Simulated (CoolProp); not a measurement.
Vapour pressure (MPa) of ethylene: the reference equation beside estimates from Tc = 9.2 °C, pc = 5.042 MPa, ω = 0.087. Clausius-Clapeyron is anchored at -64.95 °C with a constant enthalpy of vaporisation of 11.69 kJ/mol.

Model: reference Helmholtz-energy equation of state, Smukala 2000, in CoolProp.

| T (°C) | reference | Lee-Kesler | Clausius-Clapeyron | Peng-Robinson |
|---|---|---|---|---|
| -85.05 | 0.2706 | (withheld) | 0.3056 | (withheld) |
| -75.05 | 0.4210 | 0.4210 | (withheld) | 0.4213 |
| -64.95 | 0.6286 | 0.6293 | 0.6286 | 0.6282 |
| -54.95 | 0.9000 | 0.9011 | 0.8565 | 0.8994 |
| -44.85 | 1.252 | 1.253 | (withheld) | 1.252 |
| -34.85 | 1.689 | 1.689 | 1.475 | 1.692 |
| -24.85 | 2.227 | 2.225 | 1.870 | 2.234 |
| -14.75 | 2.887 | (withheld) | (withheld) | (withheld) |
| -4.75 | 3.673 | (withheld) | 2.857 | 3.691 |

Problem. What belongs in the gaps?

Solution. 
- -85.05, Lee-Kesler: 0.2700
- -85.05, Peng-Robinson: 0.2715
- -75.05, Clausius-Clapeyron: 0.4456
- -44.85, Clausius-Clapeyron: 1.139
- -14.75, Lee-Kesler: 2.883
- -14.75, Clausius-Clapeyron: 2.333
- -14.75, Peng-Robinson: 2.900
- -4.75, Lee-Kesler: 3.671

Absolute difference from the reference over all 9 rows, mean and median: Lee-Kesler 0.1 and 0.1 %, Clausius-Clapeyron 11.4 and 12.7 %, Peng-Robinson 0.2 and 0.2 %.
